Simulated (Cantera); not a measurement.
A closed system holds: 1 mol C2F6, 0.031 mol HCl, 2.5 mol H2, held at 927 °C and 13.0 Pa.

Equilibrium computed with Cantera from the NASA thermochemical tables; the gas is ideal and each condensed phase is pure. Candidate condensed phases: C, C6H6, C7H8, C8H18; 118 gas species. The feed counts by its element totals alone. Gases not in the tables: C2F6 and larger saturated fluorocarbons. Kinetics and transport are ignored.

Base state: HF 0.948, CF4 0.0467, HCl 0.00349, Cl 0.00230, Cl2 3.08e-5 (mole fractions); condensed: C(graphite).

Problem. What changes in the equilibrium state with this change: C2F6 replaced by CH3F?

Solution. 
```tsv
species	before	after
H2	<1e-9	0.772
HF	0.948	0.221
HCl	0.00349	0.00684
CF4	0.0467	<1e-9
Cl2	3.08e-5	<1e-9
Cl	0.00230	1.17e-7
H	<1e-9	1.52e-5
C(graphite), mol	1.75	1.000
```

Problem. What changes in the equilibrium state with this change: H2 from 2.5 to 0.23 mol?

Solution. 
```
species            before     after
----------------  -------  --------
CF4                0.0467     0.728
HF                  0.948     0.257
Cl                0.00230    0.0119
CClF3             9.40e-6  0.000381
Cl2               3.08e-5  0.000822
CF2               2.93e-6   1.16e-5
C(graphite), mol     1.75     0.621
```

Problem. What changes in the equilibrium state with this change: temperature from 927 °C to 550 °C?

Solution. 
```json
[
 {"species": "HF", "before": "0.948", "after": "0.947"},
 {"species": "CF4", "before": "0.0467", "after": "0.0473"},
 {"species": "HCl", "before": "0.00349", "after": "0.00587"},
 {"species": "Cl", "before": "0.00230", "after": "1.13e-6"},
 {"species": "Cl2", "before": "3.08e-5", "after": "6.63e-7"},
 {"species": "C(graphite), mol", "before": "1.75", "after": "1.75"}
]
```
Condensed phases not in the tables: fluorocarbon polymer.
